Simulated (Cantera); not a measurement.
A perfectly stirred reactor is fed with CH4 : N2 = 1 : 8.2 (molar parts), at 495 Torr; it is held at 1950 K, and followed from long to short residence time.

Computed with Cantera and GRI-Mech 3.0 (53 species, 325 reactions). GRI-Mech 3.0 stops at C3 and has no aromatics, soot or wall deposition, so with more carbon than oxygen in the feed, carbon stays in small species such as C2H2 where larger ones or solid carbon would form.

Task: What does this change do: 0.16 parts H2O added?

Result: 
| quantity | before | after |
|---|---|---|
| x(CH4) at τ = 2.60 s | 0.000910 | 0.00102 |
| x(HCN) at τ = 2.60 s | 0.000881 | 0.000810 |
| x(CH3) at τ = 2.60 s | 6.62e-5 | 7.01e-5 |
| x(H2) at τ = 2.60 s | 0.145 | 0.163 |
| x(C2H) at τ = 2.60 s | 2.77e-6 | 2.14e-6 |
| x(CH4) at τ = 87.0 ms | 0.00519 | 0.00538 |
| x(HCN) at τ = 87.0 ms | 0.000122 | 0.000117 |
| x(CH3) at τ = 87.0 ms | 0.000352 | 0.000359 |
| x(H2) at τ = 87.0 ms | 0.139 | 0.149 |
| x(C2H) at τ = 87.0 ms | 2.52e-6 | 2.16e-6 |

Task: What does this change do: CH4 1 to 4.2 parts?

Result: 
| quantity | before | after |
|---|---|---|
| x(CH4) at τ = 2.60 s | 0.000910 | 0.00270 |
| x(HCN) at τ = 2.60 s | 0.000881 | 0.000394 |
| x(CH3) at τ = 2.60 s | 6.62e-5 | 0.000123 |
| x(H2) at τ = 2.60 s | 0.145 | 0.376 |
| x(C2H) at τ = 2.60 s | 2.77e-6 | 4.51e-6 |
| x(CH4) at τ = 87.0 ms | 0.00519 | 0.0140 |
| x(HCN) at τ = 87.0 ms | 0.000122 | 4.81e-5 |
| x(CH3) at τ = 87.0 ms | 0.000352 | 0.000606 |
| x(H2) at τ = 87.0 ms | 0.139 | 0.363 |
| x(C2H) at τ = 87.0 ms | 2.52e-6 | 4.17e-6 |
